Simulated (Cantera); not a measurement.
Cantera run:

```python
import numpy as np
import cantera as ct

gas_names = """
    Fe FeO Fe(OH)2 H HO2 H2 H2O H2O2 O OH O2 O3
""".split()
cond_names = """
    Fe(a) Fe(c) Fe(d) Fe(L) FeO(s) FeO(L) Fe(OH)2(s) Fe(OH)3(s) Fe2O3(s) Fe3O4(s) H2O(s) H2O(L)
""".split()


def load(file, names, dense=False):
    # The tables refer to 1 bar. Condensed volumes are neglected.
    table = {s.name: s for s in ct.Species.list_from_file(file)}
    out = []
    for n in names:
        d = dict(table[n].input_data)
        d["thermo"] = dict(d["thermo"], **{"reference-pressure": 1e5})
        if dense:
            d["equation-of-state"] = {"model": "constant-volume", "density": "1e6 g/cm^3"}
        out.append(ct.Species.from_dict(d))
    return out


gas = ct.Solution(thermo="ideal-gas", species=load("nasa_gas.yaml", gas_names))
cond = {s.name: ct.Solution(thermo="fixed-stoichiometry", species=[s], name=s.name)
        for s in load("nasa_condensed.yaml", cond_names, dense=True)}
atoms = {
    'Fe3O4': {'Fe': 3, 'O': 4},
    'H2': {'H': 2},
}
top_T = {'Fe2O3(s)': 1830, 'Fe3O4(s)': 1870}  # K; cautious upper limits of use, not melting points


def equilibrate(T, P, feed):
    n = {}
    for name, mol in feed.items():
        for a, k in atoms[name].items():
            n[a] = n.get(a, 0.0) + k * mol
    gas.TPX = T, P, n
    mass = sum(n.values()) * gas.mean_molecular_weight
    gas.equilibrate("TP")
    valid = [c for c in cond.values() if c.min_temp <= T <= top_T.get(c.name, c.max_temp)]
    mix = ct.Mixture([(gas, mass / gas.mean_molecular_weight)] + [(c, 0.0) for c in valid])
    mix.T, mix.P = T, P
    mix.equilibrate("TP", solver="vcs", rtol=1e-11, max_steps=5000)
    return mix


results = []
feed = {'Fe3O4': 1, 'H2': 200}  # mol
P = 4100  # Pa
for T in [1750, 1800, 1850, 1900, 1950, 2000, 2050, 2100, 2150, 2200]:
    mix = equilibrate(T, P, feed)
    results.append((T, P, feed, dict(zip(mix.species_names, mix.species_moles))))

top = {s: max(r[3][s] / sum(r[3][g] for g in gas_names) for r in results) for s in gas_names}
cols = sorted((s for s in top if top[s] > 0.0001), key=lambda s: -top[s])[:6]
seen = [c for c in cond_names if any(r[3].get(c, 0) > 1e-12 for r in results)]
print("log10 of partial pressures in bar; condensed amounts in mol")
print(f"{'T/K':>10s}" + "".join(f"{s[:9]:>10s}" for s in cols + seen))
for T, P, feed, n in results:
    ng = sum(n[g] for g in gas_names)
    print(f"{T:10.4g}" + "".join(f"{np.log10(max(n[s] / ng * P / 1e5, 1e-99)):10.3f}" for s in cols)
          + "".join(f"{n.get(c, 0):10.4g}" for c in seen))
```

Output:

```
log10 of partial pressures in bar; condensed amounts in mol
       T/K        H2         H       H2O        Fe     Fe(d)     Fe(L)
      1750    -1.397    -4.332    -3.087    -4.856     2.932         0
      1800    -1.397    -4.145    -3.087    -4.531     2.856         0
      1850    -1.398    -3.968    -3.087    -4.233         0     2.714
      1900    -1.399    -3.800    -3.088    -3.953         0     2.454
      1950    -1.401    -3.641    -3.090    -3.689         0     1.992
      2000    -1.403    -3.491    -3.092    -3.438         0     1.197
      2050    -1.407    -3.348    -3.096    -3.220         0         0
      2100    -1.409    -3.211    -3.097    -3.221         0         0
      2150    -1.411    -3.081    -3.098    -3.222         0         0
      2200    -1.415    -2.957    -3.101    -3.224         0         0
```

Equilibrium computed with Cantera from the NASA thermochemical tables; the gas is ideal and each condensed phase is pure.
